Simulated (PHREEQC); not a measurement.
Consider water at 25 °C with 1.5e-05 mol/kgw HF, 1e-05 mol/kgw KF, 2.8e-05 mol/kgw H2SiF6 and 3.1e-05 mol/kgw H3PO4. Closed to the air; pH follows from the charge balance.

The numbers come from PHREEQC with the ion-association model, wateq4f.dat.

```
Item                        Result
----------------  ----------------
pH                            3.77
ionic strength    0.000184 mol/kgw
total alkalinity     -0.214 meq/kg
```

| species | molality | activity | log γ |
|---|---|---|---|
| H+ | 0.000174 | 0.000172 | -0.007 |
| F- | 0.000154 | 0.000152 | -0.007 |
| HF | 3.90e-5 | 3.90e-5 | 0.000 |
| H2PO4- | 3.02e-5 | 2.98e-5 | -0.007 |
| H4SiO4 | 2.80e-5 | 2.80e-5 | 0.000 |
| K+ | 1.00e-5 | 9.84e-6 | -0.007 |
| H3PO4 | 7.52e-7 | 7.52e-7 | 0.000 |
| HF2- | 2.30e-8 | 2.27e-8 | -0.007 |

Precipitation was switched off in this run. H3PO4, which wateq4f.dat lacks, is added to it with the constant of phreeqc.dat. SiF6-2 is the database's only silicon fluoride.
